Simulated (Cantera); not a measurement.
Input: 1 mol Si3N4, 4.1 mol HCl, 5 mol H2O, at 475 °C and 443 Torr.

Equilibrium computed with Cantera from the NASA thermochemical tables; the gas is ideal and each condensed phase is pure. Candidate condensed phases: H2O, NH4Cl, Si, SiO2, Si2N2O, Si3N4; 47 gas species. Rates play no part.

Base state: H2 0.464, HCl 0.381, N2 0.155, NH3 0.000383, SiCl4 1.01e-5 (mole fractions); condensed: SiO2(α-quartz) + Si2N2O(s).

### Question
What changes in the equilibrium state with this change: Si3N4 replaced by AlN?

### Answer
```tsv
species	before	after
HCl	0.381	0.427
H2O	5.41e-6	0.365
H2	0.464	0.156
N2	0.155	0.0521
SiCl4	1.01e-5	0
NH3	0.000383	4.34e-5
SiO2(α-quartz), mol	2.33	0
Si2N2O(s), mol	0.333	0
Al2O3(s), mol	0	0.500
```
Condensed phases not in the tables: AlOCl. Further candidate phases: Al, AlCl3, AlN, Al2O3.
